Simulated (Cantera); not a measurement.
A freely propagating, adiabatic, planar premixed flame of 41.6 % H₂, 12.2 % O₂, 46.2 % N₂, equivalence ratio 1.7, unburnt at 500 K and 0.133 bar; mixture-averaged transport, grid criteria slope 0.08 and curve 0.16, no radiation.

Computed with Cantera and the H2/O2 subset of GRI-Mech 3.0, which has no nitrogen chemistry. Burning velocities carry a grid error of a few per cent, more on coarse grids.

x: mole fraction of selected species; z is measured from the peak of heat release.

```csv
z (mm),T (K),u (m/s),x H₂,x O₂,x H₂O₂,x H₂O,x H,x HO₂
-17.3,500,5.11,0.416,0.122,<1e-8,<1e-8,<1e-8,<1e-8
-11.5,500,5.11,0.416,0.122,<1e-8,<1e-8,<1e-8,<1e-8
-8.66,500,5.11,0.416,0.122,<1e-8,<1e-8,<1e-8,<1e-8
-5.77,500,5.11,0.416,0.122,<1e-8,1.16e-8,6.21e-8,2.23e-7
-2.89,511,5.21,0.414,0.122,1.25e-6,0.000608,0.000313,6.63e-5
-1.44,682,6.86,0.386,0.117,1.58e-6,0.0150,0.0118,3.52e-5
0,1092,10.7,0.240,0.0674,3.26e-7,0.120,0.0843,1.18e-5
1.44,1343,13.0,0.138,0.00977,2.85e-7,0.230,0.126,1.65e-6
2.89,1439,13.8,0.133,0.00401,2.55e-7,0.243,0.121,6.17e-7
5.77,1550,14.8,0.141,0.00322,2.10e-7,0.245,0.107,4.39e-7
11.5,1678,15.9,0.150,(withheld),(withheld),0.249,(withheld),(withheld)
23.1,1813,17.0,0.159,0.00190,7.57e-8,0.253,0.0717,2.16e-7
46.2,1943,18.0,0.167,0.00123,3.93e-8,0.258,0.0546,1.41e-7
```

Problem. What belongs in the gaps?

Solution. 
- 11.5, x O₂: 0.00261
- 11.5, x H₂O₂: 1.37e-7
- 11.5, x H: 0.0896
- 11.5, x HO₂: 3.17e-7
